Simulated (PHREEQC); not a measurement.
1.3 g of hydrous ferric oxide (600 m²/g; 0.2 weak and 0.005 strong sites per Fe, Dzombak-Morel constants, diffuse double layer) in 1 kg of water with 0.001 mol/kgw of an inert sodium salt and 0.37 mmol/kgw CuSO4, at 25 °C; the pH is set by adding NaOH or the inert anion's acid. O2 is buffered at 0.21 atm. No CO2 enters from the air. Precipitation was switched off in this run.

Computed with PHREEQC (ion-association model, wateq4f.dat).

Task: Predict S sorbed (%) at pH = 5.5, 6, 6.5, 7.5.

Result: 
```csv
pH,S sorbed (%)
5.5,99.6
6,97.2
6.5,85.1
7.5,23.1
```

The database's constant for dissolved Cu(OH)2 is higher than later reviews accept.
